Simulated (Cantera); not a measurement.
A Cantera script and its output.

```python
import numpy as np
import cantera as ct

gas = ct.Solution("gri30.yaml")
gas.TPX = 1598, 43000, {'NO': 1, 'N2': 5.8}
reactor = ct.IdealGasConstPressureReactor(gas, energy="off", clone=False)
net = ct.ReactorNet([reactor])
net.rtol, net.atol = 1e-08, 1e-18
show = ['NO', 'NO2', 'O2', 'N2', 'O', 'N2O']
times = np.geomspace(2e-05, 30, 13)

steps = ct.SolutionArray(gas, extra=["t"])
rows = []
print(f"{'t/s':>10s}{'T/K':>9s}{'P/Pa':>11s}" + "".join(f"{s:>11s}" for s in show))
for t in times:
    while net.time < t:
        t_next = net.step()
        steps.append(gas.state, t=t_next)
    rows.append([np.interp(t, steps.t, y) for y in (steps.T, steps.P, *steps(*show).X.T)])
    print(f"{t:10.3e}{rows[-1][0]:9.1f}{rows[-1][1]:11.4g}" + "".join(f"{x:11.3e}" for x in rows[-1][2:]))
rate = np.gradient(steps.T, steps.t)
print("integrator steps:", len(steps.t))
if steps.T.max() > steps.T[0] + 200:
    print(f"time of steepest temperature rise: {steps.t[rate.argmax()]:.4e} s")
gas.TPX = 1598, 43000, {'NO': 1, 'N2': 5.8}
gas.equilibrate("TP")
print(f"equilibrium (TP): T = {gas.T:.1f} K  " + "  ".join(f"{s} {gas[s].X[0]:.3e}" for s in show))
```

Result:

```
       t/s      T/K       P/Pa         NO        NO2         O2         N2          O        N2O
 2.000e-05   1598.0    4.3e+04  1.471e-01  2.694e-10  4.600e-13  8.529e-01  5.334e-09  5.599e-09
 6.542e-05   1598.0    4.3e+04  1.471e-01  2.674e-09  4.584e-12  8.529e-01  1.567e-08  1.830e-08
 2.140e-04   1598.0    4.3e+04  1.471e-01  2.291e-08  4.021e-11  8.529e-01  3.725e-08  5.970e-08
 6.999e-04   1598.0    4.3e+04  1.471e-01  1.404e-07  2.769e-10  8.529e-01  5.803e-08  1.936e-07
 2.289e-03   1598.0    4.3e+04  1.471e-01  5.918e-07  1.716e-09  8.529e-01  7.405e-08  6.154e-07
 7.489e-03   1598.0    4.3e+04  1.471e-01  2.212e-06  1.632e-08  8.529e-01  1.237e-07  1.837e-06
 2.449e-02   1598.0    4.3e+04  1.470e-01  8.309e-06  3.198e-07  8.529e-01  2.934e-07  4.546e-06
 8.012e-02   1598.0    4.3e+04  1.470e-01  2.285e-05  7.294e-06  8.530e-01  6.530e-07  7.290e-06
 2.621e-01   1598.0    4.3e+04  1.469e-01  2.778e-05  5.653e-05  8.530e-01  7.680e-07  7.690e-06
 8.572e-01   1598.0    4.3e+04  1.465e-01  2.973e-05  2.252e-04  8.532e-01  8.194e-07  7.653e-06
 2.804e+00   1598.0    4.3e+04  1.454e-01  3.521e-05  7.736e-04  8.537e-01  9.665e-07  7.532e-06
 9.172e+00   1598.0    4.3e+04  1.419e-01  4.810e-05  2.527e-03  8.555e-01  1.329e-06  7.159e-06
 3.000e+01   1598.0    4.3e+04  1.313e-01  7.024e-05  7.809e-03  8.608e-01  2.062e-06  6.110e-06
integrator steps: 648
equilibrium (TP): T = 1598.0 K  NO 1.231e-03  NO2 1.920e-06  O2 7.291e-02  N2 9.259e-01  O 5.867e-06  N2O 5.226e-08
```

Model: GRI-Mech 3.0 (53 species, 325 reactions), integrated in Cantera.
